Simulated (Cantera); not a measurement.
Cu2O + CH4 + H2 (carbothermic reduction)

Charge: 1 mol Cu2O, a varied amount of CH4, 17 mol H2, held at 100000 Pa.

These are equilibrium values from Cantera (NASA tables, ideal gas, pure condensed phases), not measurements of a reactor. Candidate condensed phases: C, C6H6, C7H8, C8H18, Cu, CuO, Cu(OH)2, Cu2O, H2O; 113 gas species. Kinetics and transport are ignored.

### Question
Map the stable condensed phases over T = 600, 800, 1000, 1200, 1400, 1600, 1800, 2000, 2200, 2400 °C and n(CH4) in mol = 0.41, 0.49, 0.58, 0.69, 0.82, 0.97, 1.2, 1.4, 1.6, 1.9, 2.3, 2.7.

### Answer
```
T in °C \ n(CH4) in mol
         0.41 0.49 0.58 0.69 0.82 0.97  1.2  1.4  1.6  1.9  2.3  2.7
   2400     A    A    A    A    A    A    A    A    A    B    B    B
   2200     A    A    A    A    A    A    A    B    B    B    B    B
   2000     C    C    C    C    C    C    D    D    D    D    D    D
   1800     C    C    C    C    C    C    D    D    D    D    D    D
   1600     C    C    C    C    C    C    D    D    D    D    D    D
   1400     C    C    C    C    C    C    D    D    D    D    D    D
   1200     C    C    C    C    C    C    D    D    D    D    D    D
   1000     C    C    C    C    C    C    D    D    D    D    D    D
    800     C    C    C    C    C    C    C    C    C    D    D    D
    600     C    C    C    C    C    C    C    C    C    C    C    C
```
A: gas only; B: C; C: Cu; D: C + Cu.
